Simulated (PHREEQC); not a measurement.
Dissolve 0.0025 mol/kgw CuSO4, 0.26 mol/kgw H2SO4 and 0.0016 mol/kgw FeCl3 at 90 °C and 300 atm. Closed to the air; pH follows from the charge balance.

Model: ion-association model, phreeqc.dat, run in PHREEQC.

Each row changes one thing in this solution. No solid was allowed to form.

| case | pH | ionic strength (mol/kgw) | HSO4- (mol/kgw) | SO4-2 (mol/kgw) | FeHSO4+2 (mol/kgw) | FeSO4+ (mol/kgw) | SI of Goethite (FeOOH) | SI of Hematite (Fe2O3) |
|---|---|---|---|---|---|---|---|---|
| as made | 0.69 | 0.287 | 0.251 | 0.00934 | 0.00109 | 0.000426 | -0.45 | +1.33 |
| CuSO4 replaced by CdSO4 at the same molality | 0.69 | 0.287 | 0.251 | 0.00933 | 0.00109 | 0.000426 | -0.45 | +1.33 |
| temperature from 90 to 60 °C | 0.67 | 0.307 | 0.241 | 0.0194 | 0.000949 | 0.000540 | [?] | -0.52 |
| H2SO4 from 0.26 to 0.13 mol/kgw | 0.97 | 0.153 | 0.124 | 0.00710 | 0.000807 | [?] | [?] | +3.48 |
| temperature from 90 to 50 °C | 0.66 | 0.317 | 0.236 | [?] | 0.000912 | 0.000561 | -1.65 | [?] |

### Question
Complete the blanks.

### Answer

- temperature from 90 to 60 °C, SI of Goethite (FeOOH): -1.32
- H2SO4 from 0.26 to 0.13 mol/kgw, FeSO4+ (mol/kgw): 0.000658
- H2SO4 from 0.26 to 0.13 mol/kgw, SI of Goethite (FeOOH): +0.63
- temperature from 90 to 50 °C, SO4-2 (mol/kgw): 0.0242
- temperature from 90 to 50 °C, SI of Hematite (Fe2O3): -1.21

Some of these states are supersaturated (in Hematite (slow to form), Goethite (slow to form), for instance). Under pressure, the constants of complexes without a molar volume in the database are unreliable. Away from 25 °C the constants follow the database's enthalpies or fits; those with neither stay at their 25 °C values.
